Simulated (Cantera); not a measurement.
## Thermodynamics of silicon epitaxy and polysilicon growth, feed SiH₄ + Cl₂ + N₂

Input: 1 mol SiH₄, 0.042 mol Cl₂, a varied amount of N₂, at 950 K and 3.60 mbar.

Method: chemical equilibrium by Gibbs-energy minimisation in Cantera with the NASA 1993 tables (ideal gas, pure condensed phases). Candidate condensed phases: NH₄Cl, Si, Si₃N₄; 28 gas species. N₂ is the only nitrogen source here; it is nearly inert below about 1500 K, so the nitride shown seldom forms there in practice. The numbers say what is thermodynamically allowed, not how fast it happens.

```tsv
n(N₂) (mol)	log p N₂	log p H₂	log p HCl	log p NH₃	log p H	n Si₃N₄(s)
28	-2.47	-3.62	-4.99	-9.75	-11.06	0.333
44	-2.46	-3.81	-5.18	-10.03	-11.16	0.333
59	-2.46	-3.93	-5.30	-10.21	-11.22	0.333
75	-2.46	-4.03	-5.40	-10.36	-11.27	0.333
91	-2.45	-4.12	-5.48	-10.49	-11.31	0.333
110	-2.45	-4.20	-5.57	-10.61	-11.35	0.333
120	-2.45	-4.24	-5.60	-10.66	-11.37	0.333
140	-2.45	-4.30	-5.67	-10.76	-11.41	0.333
150	-2.45	-4.33	-5.70	-10.81	-11.42	0.333
170	-2.45	-4.39	-5.75	-10.89	-11.45	0.333
190	-2.45	-4.43	-5.80	-10.96	-11.47	0.333
200	-2.45	-4.46	-5.82	-10.99	-11.48	0.333
```
log p: log10 of the partial pressure in bar; n: condensed amount in mol.

From 28 mol N₂ to 200 mol N₂ the condensed part is Si₃N₄(s).
